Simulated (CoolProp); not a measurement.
Vapour-liquid equilibrium of dimethyl ether (1) + n-butane (2) at 5.83 bar; x and y are mole fractions of (1).

Computed with CoolProp (multi-fluid Helmholtz-energy mixture model, Wu 2011 and Bücker 2006; pair parameters Bell 2016).

Give the bubble temperature and the first vapour's composition at x = 0.25, 0.35, 0.45. Is there an azeotrope?

x = 0.25: 314.1 K, y = 0.460; x = 0.35: 310.2 K, y = 0.564; x = 0.45: 307.2 K, y = 0.647. No azeotrope shows between x = 0.05 and 0.95.

Pair parameters are fitted to limited data, so mixtures are less certain than the pure fluids.
